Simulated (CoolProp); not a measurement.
Vapour-liquid equilibrium of benzene (1) + p-xylene (2) at 68.25 °C; x and y are mole fractions of (1).

The numbers come from the multi-fluid Helmholtz-energy mixture model, Thol 2012 and Zhou 2012; pair parameters Bell 2016 in CoolProp.

Task: Give the bubble pressure and the first vapour's composition at x = 0.35, 0.65, 0.85. Is there an azeotrope?

Result: x = 0.35: 0.03019 MPa, y = 0.788; x = 0.65: 0.04832 MPa, y = 0.928; x = 0.85: 0.06033 MPa, y = 0.975. No azeotrope shows between x = 0.05 and 0.95.

Pair parameters are fitted to limited data, so mixtures are less certain than the pure fluids.
